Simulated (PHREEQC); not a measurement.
Solution (25 °C): 3.55 mmol/kgw (NH4)2SiF6. Closed to the air; pH follows from the charge balance.

Equilibrium calculation in PHREEQC: ion-association model, phreeqc.dat.

The ionic strength comes out as 0.0108 mol/kgw. What activity coefficients do SiF6-2, NH4+, F-, H+, HF2- get?

SiF6-2 0.66, NH4+ 0.89, F- 0.90, H+ 0.91, HF2- 0.90.

Precipitation was switched off in this run. The solution is supersaturated, for example in Quartz (slow to form), Chalcedony (slow to form), so a real one may precipitate; this is no full list. Species that the database lacks are ignored. SiF6-2 is the database's only silicon fluoride.
